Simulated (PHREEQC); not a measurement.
A solution holds 1.3 mmol/kgw (NH4)2SO4, 5.1 mmol/kgw NaHSO4 and 0.092 mmol/kgw KH2PO4, at 25 °C. Closed to the air; pH follows from the charge balance.

All values are PHREEQC results (ion-association model, phreeqc.dat), not measurements.

```csv
quantity,before,after
pH,2.46,2.35
ionic strength (mol/kgw),0.0165,0.0162
SO4-2 (mol/kgw),0.00505,0.00485
HSO4- (mol/kgw),0.00118,0.00144
H2PO4- (mol/kgw),6.33e-5,5.85e-5
H3PO4 (mol/kgw),2.87e-5,3.35e-5
```

Q: What was changed between the two runs?
A) (NH4)2SO4 replaced by KHSO4 at the same molality
B) NaHSO4 left out
C) (NH4)2SO4 from 0.0013 to 0.00195 mol/kgw
D) diluted 2-fold with water
E) diluted 10-fold with water

A: A, (NH4)2SO4 replaced by KHSO4 at the same molality

No solid was allowed to form.
